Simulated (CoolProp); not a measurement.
The fluid at 298.15 K and 6.84 MPa is throttled through a valve to 1.47 MPa with no heat exchange. The same conditions are run with several fluids, on thermodynamics alone (safety and materials aside).

Computed with CoolProp (reference Helmholtz-energy equation of state of each fluid (R245ca: Zhou 2016; ammonia: Gao 2020; n-heptane: Span 2003; CH2F2 (R32): Tillner-Roth 1997; ethylbenzene: Zhou 2012)).

| fluid | temperature change (K) | final phase | final density (kg/m³) |
|---|---|---|---|
| R245ca | +1.4 | liquid | ? |
| ammonia | ? | liquid | 603 |
| n-heptane | +2.3 | liquid | ? |
| CH2F2 (R32) | ? | two-phase, vapour fraction 0.030 | 581 |
| ethylbenzene | ? | liquid | ? |

Problem. Some entries are withheld; supply them.

Solution. 
- R245ca, final density (kg/m³): 1390
- ammonia, temperature change (K): +0.5
- n-heptane, final density (kg/m³): 679
- CH2F2 (R32), temperature change (K): -5.1
- ethylbenzene, temperature change (K): +2.5
- ethylbenzene, final density (kg/m³): 861
